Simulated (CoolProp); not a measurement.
Vapour-liquid equilibrium of dimethyl ether (1) + n-pentane (2) at 0.0608 MPa; x and y are mole fractions of (1).

Computed with CoolProp (multi-fluid Helmholtz-energy mixture model, Wu 2011 and Thol 2019; pair parameters Bell 2016).

```csv
x,bubble temperature (K),y at the bubble point,dew temperature at overall composition x (K),liquid density (mol/L)
0.05,288.8,0.252,293.9,(withheld)
0.125,278.2,0.561,292.1,9.404
0.2,268.2,0.752,(withheld),9.889
0.275,259.9,0.855,288.2,10.38
0.35,253.6,0.909,(withheld),(withheld)
0.425,249.0,0.938,283.5,11.36
0.5,245.8,0.954,280.7,11.86
0.575,243.6,0.964,277.6,12.39
0.65,(withheld),0.971,274.1,12.94
0.725,241.0,0.976,269.9,13.54
0.8,(withheld),0.980,264.7,14.19
0.875,239.1,0.986,257.8,14.90
0.95,238.1,0.993,246.8,15.70
```

Problem. Fill in the missing entries.

Solution. 
- 0.05, liquid density (mol/L): 8.939
- 0.2, dew temperature at overall composition x (K): 290.2
- 0.35, dew temperature at overall composition x (K): 285.9
- 0.35, liquid density (mol/L): 10.87
- 0.65, bubble temperature (K): 242.1
- 0.8, bubble temperature (K): 240.1

No azeotrope shows between x = 0.05 and 0.95.

The pair parameters rest on a limited set of measurements; away from them the model extrapolates. The gap from Raoult's law changes sign with composition, which may be real or a fault of the pair parameters; it wasn't checked against measurements.
